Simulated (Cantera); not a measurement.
**Stirred combustor or abatement burner**

A perfectly stirred reactor is fed with CH₄ : C₂H₆ : C₃H₈ : O₂ : N₂ : CO₂ = 1 : 0.15 : 0.059 : 2.17 : 9.54 : 0.94 (molar parts), at 36000 Pa; it is adiabatic with a 698 K inlet, and is followed from long to short residence time, starting on the burning branch (τ in s: 0.06, 0.029, 0.014, 0.0065, 0.0031, 0.0015, 0.0007, 0.00033, 0.00016, 7.5e-05, 3.6e-05, 1.7e-05).

Computed with Cantera and GRI-Mech 3.0 (53 species, 325 reactions).

```csv
τ (s),T (K),x CH₄,x C₂H₆,x C₃H₈,x CH₂CO,x NO₂,x C₂H₂,x H
0.060,2032,1.19e-5,2.68e-7,7.96e-8,1.30e-7,4.38e-9,3.00e-6,0.00360
0.029,2015,1.86e-5,4.88e-7,1.42e-7,2.03e-7,4.25e-9,3.91e-6,0.00456
0.014,1994,3.06e-5,8.98e-7,2.57e-7,3.35e-7,3.92e-9,5.30e-6,0.00566
0.0065,1971,5.49e-5,1.74e-6,4.91e-7,6.08e-7,3.44e-9,7.81e-6,0.00686
0.0031,1947,0.000103,3.41e-6,9.53e-7,1.15e-6,2.95e-9,1.26e-5,0.00790
0.0015,1923,0.000203,6.92e-6,1.92e-6,2.34e-6,2.51e-9,2.28e-5,0.00857
0.00070,1893,0.000463,1.60e-5,4.39e-6,5.69e-6,2.10e-9,5.19e-5,0.00857
0.00033,1826,0.00146,5.04e-5,1.35e-5,2.17e-5,1.82e-9,0.000185,0.00679
0.00016,698,0.0722,0.0108,0.00426,<1e-12,<1e-12,<1e-12,<1e-12
7.5e-5,698,0.0722,0.0108,0.00426,<1e-12,<1e-12,<1e-12,<1e-12
3.6e-5,698,0.0722,0.0108,0.00426,<1e-12,<1e-12,<1e-12,<1e-12
1.7e-5,698,0.0722,0.0108,0.00426,<1e-12,<1e-12,<1e-12,<1e-12
```
x: mole fraction; the columns are a selection and need not sum to one.
